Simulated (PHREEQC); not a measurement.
Consider water at 25 °C with 41 mmol/kgw NiCl2, 52 mmol/kgw NaCl and 0.97 mmol/kgw FeSO4. Closed to the air; pH follows from the charge balance.

Computed with PHREEQC (ion-association model, wateq4f.dat).

```json
[
 {"quantity": "pH", "before": "5.87", "after": "5.73"},
 {"quantity": "ionic strength (mol/kgw)", "before": "0.167", "after": "0.167"},
 {"quantity": "Cl- (mol/kgw)", "before": "0.129", "after": "0.129"},
 {"quantity": "NiCl+ (mol/kgw)", "before": "0.00363", "after": "0.00357"},
 {"quantity": "Fe+2 (mol/kgw)", "before": "0.000907", "after": "0.000907"},
 {"quantity": "SI of Morenosite (NiSO4:7H2O)", "before": "-3.35", "after": "-3.45"},
 {"quantity": "SI of Halite (NaCl)", "before": "-4.02", "after": "-4.05"}
]
```

Name the change that produced these shifts.
A) NaCl from 0.052 to 0.026 mol/kgw
B) diluted 5-fold with water
C) temperature from 25 to 35 °C
D) FeSO4 from 0.00097 to 0.00194 mol/kgw
E) temperature from 25 to 85 °C

C, temperature from 25 to 35 °C

No solid was allowed to form. In wateq4f.dat the enthalpy of Ni(OH)2 has the wrong sign, so its saturation index can't be trusted away from 25 °C.
